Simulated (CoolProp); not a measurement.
Nitrous oxide along the isotherm 48.35 °C: fugacity coefficient from the reference equation and from simpler models built on Tc = 36.4 °C, pc = 7245 kPa, ω = 0.161; each cubic takes its own stable root.

Values from CoolProp's reference Helmholtz-energy equation of state, Lemmon 2006. It is a short technical equation, of lower accuracy than the large ones.

| p (kPa) | phase | reference | van der Waals | Soave-Redlich-Kwong |
|---|---|---|---|---|
| 402 | gas | 0.9830 | 0.9850 | 0.9833 |
| 805 | gas | 0.9662 | 0.9700 | 0.9667 |
| 1210 | gas | 0.9493 | 0.9550 | 0.9501 |
| 1610 | gas | 0.9328 | 0.9402 | 0.9338 |
| 2010 | gas | 0.9164 | 0.9254 | 0.9177 |
| 2410 | gas | 0.9000 | 0.9106 | 0.9016 |
| 2820 | gas | 0.8834 | 0.8954 | 0.8852 |
| 3220 | gas | 0.8672 | 0.8807 | 0.8693 |
| 3620 | gas | 0.8511 | 0.8659 | 0.8535 |
